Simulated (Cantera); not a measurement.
Feed: 1 mol SiCl4, 95 mol N2, 28 mol H2, equilibrated at 1875 K and 0.000220 bar.

Method: chemical equilibrium by Gibbs-energy minimisation in Cantera with the NASA 1993 tables (ideal gas, pure condensed phases). The tables' values for SiCl, SiN are old estimates; treat these amounts as uncertain. The numbers say what is thermodynamically allowed, not how fast it happens.

| species | before | after |
|---|---|---|
| N2 | 0.747 | 0.738 |
| H2 | 0.197 | 0.190 |
| HCl | 0.0263 | 0.0345 |
| Si | 0.00604 | 0.0103 |
| H | 0.0196 | 0.0193 |
| SiCl2 | 0.00144 | 0.00437 |
| Si2 | 6.64e-6 | 1.93e-5 |
| Si2N | 6.03e-6 | 1.74e-5 |
| SiCl | 0.000299 | 0.000682 |
| SiN | 2.77e-5 | 4.69e-5 |
| SiH | 3.68e-5 | 6.17e-5 |
Gas species are given as mole fractions.

Q: Which change was made?
A. SiCl4 replaced by Si2Cl6
B. SiCl4 replaced by SiHCl3
C. temperature from 1875 K to 1800 K
D. temperature from 1875 K to 1273 K

A: A, SiCl4 replaced by Si2Cl6. The feed counts by its element totals alone
